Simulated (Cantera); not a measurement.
**Hydrocarbon pyrolysis for carbon deposition**

An isothermal, constant-pressure homogeneous reactor starts with 4.16 % CH4, 95.7 % H2, 0.187 % H2O, at 1800 K and 0.000148 atm.

Model: GRI-Mech 3.0 (53 species, 325 reactions), integrated in Cantera. GRI-Mech 3.0 stops at C3 and has no aromatics, soot or wall deposition, so with more carbon than oxygen in the feed, carbon stays in small species such as C2H2 where larger ones or solid carbon would form. Radical loss at walls, strong at low pressure, is not modelled.

```tsv
t (s)	x CH4	x H2	x H	x C2H6	x C2H4
0.000200	0.0416	0.957	1.16e-7	<1e-12	<1e-12
0.000597	0.0416	0.957	3.50e-7	<1e-12	<1e-12
0.00178	0.0416	0.957	1.06e-6	<1e-12	<1e-12
0.00532	0.0416	0.957	3.22e-6	<1e-12	5.47e-12
0.0159	0.0416	0.957	9.74e-6	2.85e-11	2.01e-10
0.0474	0.0416	0.957	2.92e-5	5.47e-10	6.01e-9
0.141	0.0415	0.956	8.73e-5	6.78e-9	1.60e-7
0.422	0.0413	0.956	0.000261	6.30e-8	3.66e-6
1.26	0.0406	0.956	0.000788	4.59e-7	4.91e-5
3.76	0.0354	0.957	0.00214	1.58e-6	0.000156
11.2	0.0181	0.965	0.00318	6.68e-7	6.31e-5
33.5	0.00507	0.971	0.00430	7.18e-8	7.53e-6
100	0.000905	0.971	0.00652	3.27e-9	6.90e-7
```
x: mole fraction; the columns are a selection and need not sum to one.

Equilibrium at this temperature and pressure: CH4 1.10e-6, H2 0.951, H 0.0287, C2H6 <1e-12, C2H4 6.21e-8 (gas phase only).
